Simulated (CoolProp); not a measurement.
Vapour-liquid equilibrium of propane (1) + n-pentane (2) at -22.45 °C; x and y are mole fractions of (1).

Values from CoolProp's multi-fluid Helmholtz-energy mixture model, Lemmon 2009 and Thol 2019; pair parameters Kunz 2012.

Give the bubble pressure and the first vapour's composition at x = 0.65, 0.8, 0.95. Is there an azeotrope?

x = 0.65: 152.2 kPa, y = 0.977; x = 0.8: 181.6 kPa, y = 0.988; x = 0.95: 212.6 kPa, y = 0.997. No azeotrope shows between x = 0.05 and 0.95.

The pair parameters rest on a limited set of measurements; away from them the model extrapolates.
